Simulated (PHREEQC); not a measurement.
0.056 g of hydrous ferric oxide (600 m²/g; 0.2 weak and 0.005 strong sites per Fe, Dzombak-Morel constants, diffuse double layer) in 1 kg of water with 0.001 mol/kgw of an inert sodium salt and 1.1e-06 mol/kgw H3BO3, at 25 °C; the pH is set by adding NaOH or the inert anion's acid. O2 is buffered at 0.21 atm. The system is closed to CO2. Nothing may precipitate in this run.

Base run: PHREEQC, ion-association model, wateq4f.dat. Each further column changes one thing. The table gives surface charge σ (C/m²).

```tsv
pH	base	background salt from 0.001 to 0.0001 mol/kgw	oxide from 0.056 to 0.28 g/kgw	0.00011 mol/kgw BaCl2 added
4	0.118	0.067	0.120	0.127
5.5	0.031	0.011	0.032	0.035
6.5	0.011	0.004	0.011	0.012
8	0.000	0.000	0.000	0.001
9.5	-0.008	-0.003	-0.009	-0.006
10.5	-0.028	-0.017	-0.029	-0.009
12	-0.200	-0.196	-0.201	-0.029
```
